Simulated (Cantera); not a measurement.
Input: 1 mol SiH4, 1.1 mol N2, 19 mol H2, held at 1825 K and 0.000880 bar.

Cantera equilibrium calculation (NASA polynomials, part measured and part estimated; ideal gas, pure solids and liquids). Candidate condensed phases: Si, Si3N4; 18 gas species. The tables' values for SiN are old estimates; treat these amounts as uncertain. Gases not in the tables: Si2H6 and higher silanes. The numbers say what is thermodynamically allowed, not how fast it happens.

Base state: H2 0.931, N2 0.0491, H 0.0143, Si 0.00517, SiH 0.000157, Si2 3.36e-5, SiH2 3.32e-5, Si2N 2.19e-5 (mole fractions); condensed: Si(l).

### Question
What changes in the equilibrium state with this change: temperature from 1825 K to 1398 K?

### Answer
```tsv
species	before	after
H2	0.931	0.980
N2	0.0491	0.0202
H	0.0143	0.000158
Si	0.00517	4.04e-7
Si2	3.36e-5	<1e-9
Si2N	2.19e-5	2.09e-9
SiN	1.40e-5	3.49e-9
Si(l), mol	0.877	0
Si3N4(s), mol	0	0.333
```
N2 is the only nitrogen source here; it is nearly inert below about 1500 K, so the nitride shown seldom forms there in practice.
